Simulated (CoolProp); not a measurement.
Saturation properties of vinyl chloride.

The numbers come from the reference Helmholtz-energy equation of state, Thol 2022 in CoolProp.

| T (K) | p (bar) | liquid density (kg/m³) | vapour density (kg/m³) |
|---|---|---|---|
| 329.8 | 9.210 | 836.3 | 24.34 |
| 333.2 | [?] | 829.1 | 26.36 |
| 336.6 | 10.81 | 821.7 | 28.52 |
| 339.9 | 11.65 | 814.5 | [?] |
| 343.3 | [?] | 806.8 | 33.22 |
| 346.6 | 13.51 | 799.3 | 35.76 |
| 350 | 14.53 | 791.4 | [?] |
| 353.4 | 15.61 | 783.3 | 41.54 |
| 356.7 | 16.72 | 775.2 | [?] |
| 360.1 | [?] | 766.7 | 48.04 |
| 363.4 | 19.13 | 758.2 | 51.58 |
| 366.8 | 20.45 | 749.2 | [?] |

Some entries are withheld; supply them.


- 333.2, p (bar): 9.984
- 339.9, vapour density (kg/m³): 30.76
- 343.3, p (bar): 12.57
- 350, vapour density (kg/m³): 38.55
- 356.7, vapour density (kg/m³): 44.63
- 360.1, p (bar): 17.91
- 366.8, vapour density (kg/m³): 55.49

It boils at 259.3 K under 1 atm.
